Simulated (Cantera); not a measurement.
Input: 1 mol MgCO₃, 0.17 mol SO₂, a varied amount of H₂O, at 327 °C and 101000 Pa.

These are equilibrium values from Cantera (NASA tables, ideal gas, pure condensed phases), not measurements of a reactor. Candidate condensed phases: C, C₆H₆, C₇H₈, C₈H₁₈, H₂O, H₂SO₄, Mg, MgCO₃, MgO, Mg(OH)₂, MgS, MgSO₄, S; 130 gas species. Rates play no part.

Task: At 1.8 mol H₂O, list the 4 most abundant gas species with their mole fractions, and the condensed phases.

Result: H₂O 0.900, CO₂ 0.0778, H₂S 0.0217, H₂ 7.80e-5. Condensed: MgCO₃(s) + MgO(s) + MgSO₄(s).
